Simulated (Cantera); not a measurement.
# HMDSO + O₂ + N₂ (silicon oxide and oxynitride deposition)

Feed: 1 mol HMDSO, 0.25 mol O₂, 35 mol N₂, at 0.133 bar.

Cantera equilibrium calculation (NASA polynomials, part measured and part estimated; ideal gas, pure solids and liquids). Candidate condensed phases: C, C₆H₆, C₇H₈, C₈H₁₈, H₂O, Si, SiC, SiO₂, Si₂N₂O, Si₃N₄; 151 gas species. The feed counts by its element totals alone. N₂ is the only nitrogen source here; it is nearly inert below about 1500 K, so the nitride shown seldom forms there in practice. Mutual solubility and eutectic melting of coexisting phases are not modelled. The numbers say what is thermodynamically allowed, not how fast it happens.

```tsv
T (K)	log p N₂	log p H₂	log p CO	log p HCN	n C(graphite)	n Si₂N₂O(s)	n SiC(s)
1275	-0.98	-1.56	-2.81	-5.06	5.49	1.00	0
1350	-0.98	-1.56	-2.81	-4.76	5.49	1.000	0
1425	-0.98	-1.56	-2.81	-4.49	5.49	1.000	0
1500	-0.98	-1.56	-2.81	-4.25	5.48	1.000	0
1575	-0.98	-1.56	-2.81	-4.03	5.47	1.000	0
1650	-0.99	-1.58	-2.43	-3.84	3.22	0.254	1.49
1725	-0.99	-1.58	-2.36	-3.66	2.43	0	1.99
1800	-0.99	-1.58	-2.36	-3.50	2.40	0	1.99
1875	-0.99	-1.58	-2.36	-3.35	2.35	0	1.99
1950	-0.99	-1.59	-2.36	-3.21	2.29	0	1.99
```
log p: log10 of the partial pressure in bar; n: condensed amount in mol.

From 1275 K to 1575 K the condensed part is C(graphite) + Si₂N₂O(s). At 1650 K the condensed part is C(graphite) + SiC(s) + Si₂N₂O(s). From 1725 K to 1950 K the condensed part is C(graphite) + SiC(s).
